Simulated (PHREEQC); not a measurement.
0.05 g of hydrous ferric oxide (600 m²/g; 0.2 weak and 0.005 strong sites per Fe, Dzombak-Morel constants, diffuse double layer) in 1 kg of water with 0.005 mol/kgw of an inert sodium salt and 5e-07 mol/kgw NaH2PO4, at 25 °C; the pH is set by adding NaOH or the inert anion's acid. Oxygen is held at 0.21 atm. CO2 from the air is kept out. Nothing may precipitate in this run.

All values are PHREEQC results (ion-association model, wateq4f.dat), not measurements.

Question: Predict P sorbed (%), surface charge σ (C/m²), surface potential ψ (mV) at pH = 5.5, 7, 11.

Answer: 
```tsv
pH	P sorbed (%)	surface charge σ (C/m²)	surface potential ψ (mV)
5.5	100.0	0.059	136
7	99.9	0.012	61
11	0.0	-0.081	-148
```

H3PO4, which wateq4f.dat lacks, is added to it with the constant of phreeqc.dat. The oxide is taken as insoluble; below pH 4 it would dissolve.
